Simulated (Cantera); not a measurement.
## Stirred combustor or abatement burner

A perfectly stirred reactor is fed with CH₄ : C₂H₆ : O₂ : N₂ = 1 : 0.77 : 8.54 : 39.3 (molar parts), equivalence ratio 0.55, at 0.290 bar; it is adiabatic with a 323 K inlet, and is followed from long to short residence time, starting on the burning branch (τ in s: 0.11, 0.039, 0.014, 0.0051, 0.0019, 0.00067, 0.00024, 8.8e-05, 3.2e-05, 1.1e-05, 4.1e-06).

Computed with Cantera and GRI-Mech 3.0 (53 species, 325 reactions).

```tsv
τ (s)	T (K)	x CH₄	x C₂H₆	x O₂	x C₂H₄	x HO₂	x CH₂	x HCO
0.11	1435	1.73e-5	3.40e-6	0.0771	5.17e-6	4.42e-6	4.77e-8	5.45e-8
0.039	1422	3.49e-5	6.65e-6	0.0774	6.57e-6	7.03e-6	1.14e-7	1.59e-7
0.014	1399	7.42e-5	1.36e-5	0.0783	7.88e-6	1.08e-5	2.57e-7	4.52e-7
0.0051	1355	0.000185	3.26e-5	0.0806	1.07e-5	1.72e-5	5.70e-7	1.25e-6
0.0019	323	0.0202	0.0155	0.172	<1e-12	<1e-12	<1e-12	<1e-12
0.00067	323	0.0202	0.0155	0.172	<1e-12	<1e-12	<1e-12	<1e-12
0.00024	323	0.0202	0.0155	0.172	<1e-12	<1e-12	<1e-12	<1e-12
8.8e-5	323	0.0202	0.0155	0.172	<1e-12	<1e-12	<1e-12	<1e-12
3.2e-5	323	0.0202	0.0155	0.172	<1e-12	<1e-12	<1e-12	<1e-12
1.1e-5	323	0.0202	0.0155	0.172	<1e-12	<1e-12	<1e-12	<1e-12
4.1e-6	323	0.0202	0.0155	0.172	<1e-12	<1e-12	<1e-12	<1e-12
```
x: mole fraction; the columns are a selection and need not sum to one.
